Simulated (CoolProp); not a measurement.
Isopentane along the isobar 581 kPa: Z from the reference equation and from simpler models built on Tc = 460.3 K, pc = 3378 kPa, ω = 0.227; each cubic takes its own stable root.

The numbers come from the reference Helmholtz-energy equation of state, Lemmon 2006 in CoolProp. It is a short technical equation, of lower accuracy than the large ones.

```json
[
 {"T (K)": "180.9", "phase": "liquid", "reference": "0.03845", "van der Waals": "0.06311", "Redlich-Kwong": "0.04238", "Soave-Redlich-Kwong": "0.04202", "Peng-Robinson": "0.03747"},
 {"T (K)": "189.5", "phase": "liquid", "reference": "0.03710", "van der Waals": "0.06078", "Redlich-Kwong": "0.04083", "Soave-Redlich-Kwong": "0.04042", "Peng-Robinson": "0.03603"},
 {"T (K)": "198", "phase": "liquid", "reference": "0.03589", "van der Waals": "0.05869", "Redlich-Kwong": "0.03944", "Soave-Redlich-Kwong": "0.03900", "Peng-Robinson": "0.03474"},
 {"T (K)": "206.5", "phase": "liquid", "reference": "0.03479", "van der Waals": "0.05679", "Redlich-Kwong": "0.03819", "Soave-Redlich-Kwong": "0.03771", "Peng-Robinson": "0.03357"},
 {"T (K)": "215.1", "phase": "liquid", "reference": "0.03377", "van der Waals": "0.05504", "Redlich-Kwong": "0.03705", "Soave-Redlich-Kwong": "0.03653", "Peng-Robinson": "0.03250"},
 {"T (K)": "223.6", "phase": "liquid", "reference": "0.03285", "van der Waals": "0.05347", "Redlich-Kwong": "0.03602", "Soave-Redlich-Kwong": "0.03546", "Peng-Robinson": "0.03154"},
 {"T (K)": "232.2", "phase": "liquid", "reference": "0.03200", "van der Waals": "0.05202", "Redlich-Kwong": "0.03508", "Soave-Redlich-Kwong": "0.03448", "Peng-Robinson": "0.03065"},
 {"T (K)": "240.7", "phase": "liquid", "reference": "0.03123", "van der Waals": "0.05071", "Redlich-Kwong": "0.03424", "Soave-Redlich-Kwong": "0.03361", "Peng-Robinson": "0.02985"}
]
```
